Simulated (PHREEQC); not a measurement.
Consider water at 20 °C with 0.11 mol KH2PO4 and 0.0012 mol Na2B4O7 per kg of water. Closed to the air; pH follows from the charge balance.

Computed with PHREEQC (ion-association model, phreeqc.dat).

```tsv
quantity	before	after
pH	5.22	4.46
ionic strength (mol/kgw)	0.115	0.110
```

What was changed between the two runs?
A) 0.0091 mol/kgw HNO3 added
B) temperature from 20 to 50 °C
C) KH2PO4 left out
D) temperature from 20 to 80 °C
E) Na2B4O7 left out

E, Na2B4O7 left out

No solid was allowed to form.
